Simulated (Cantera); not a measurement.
# Si3N4 + C + H2 (sublimation and decomposition of ceramics)

A closed system holds: 1 mol Si3N4, 0.24 mol C, 4.2 mol H2, equilibrated at 12.0 Pa.

These are equilibrium values from Cantera (NASA tables, ideal gas, pure condensed phases), not measurements of a reactor. Candidate condensed phases: C, C6H6, C7H8, C8H18, Si, SiC, Si3N4; 105 gas species. The tables' values for SiN are old estimates; treat these amounts as uncertain. Equilibrium is a limit: real reactors are often held back by kinetics, nucleation or transport.

```tsv
T (°C)	log p H	log p Si	log p N2	log p H2	log p SiC2	log p HCN	log p CN
2052	-4.32	-4.52	-4.69	-4.71	-6.05	-6.41	-7.36
2077	-4.29	-4.53	-4.69	-4.77	-6.05	-6.42	-7.28
2102	-4.26	-4.54	-4.70	-4.83	-6.05	-6.44	-7.19
2127	-4.24	-4.54	-4.71	-4.89	-6.06	-6.46	-7.11
2152	-4.22	-4.55	-4.71	-4.95	-6.06	-6.48	-7.04
2177	-4.21	-4.55	-4.72	-5.02	-6.07	-6.51	-6.96
2202	-4.19	-4.56	-4.72	-5.09	-6.08	-6.54	-6.89
2227	-4.18	-4.56	-4.73	-5.17	-6.09	-6.57	-6.82
2252	-4.17	-4.56	-4.73	-5.24	-6.10	-6.60	-6.76
2277	-4.17	-4.57	-4.74	-5.32	-6.12	-6.64	-6.69
2302	-4.16	-4.57	-4.74	-5.40	-6.14	-6.68	-6.63
2327	-4.15	-4.57	-4.74	-5.48	-6.17	-6.72	-6.58
```
log p: log10 of the partial pressure in bar; nothing condenses.

From 2052 °C to 2327 °C nothing is condensed. The main Si-bearing gas is Si throughout.
